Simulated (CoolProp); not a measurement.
Properties of carbon dioxide along the isotherm 344 K (Tc = 304.1 K, pc = 7377 kPa, ω = 0.224).

Model: reference Helmholtz-energy equation of state, Span 1996, in CoolProp.

```csv
p (kPa),phase,Prandtl number,fugacity coefficient
5270,gas,0.933,?
10500,supercritical,1.46,?
15800,supercritical,?,0.5752
21100,supercritical,1.86,0.4923
26300,supercritical,1.71,0.4418
31600,supercritical,1.62,0.4086
36900,supercritical,1.58,0.3866
42200,supercritical,1.55,?
47400,supercritical,?,0.3628
52700,supercritical,1.51,0.3572
58000,supercritical,1.51,0.3545
63200,supercritical,1.50,0.3542
68500,supercritical,1.50,0.3559
73800,supercritical,1.50,0.3592
```

### Question
What belongs in the gaps?

### Answer

- 5270, fugacity coefficient: 0.8441
- 10500, fugacity coefficient: 0.7006
- 15800, Prandtl number: 2.14
- 42200, fugacity coefficient: 0.3720
- 47400, Prandtl number: 1.53

Viscosity comes from a separate model (Laesecke 2017). Thermal conductivity comes from a separate model (Huber 2016).
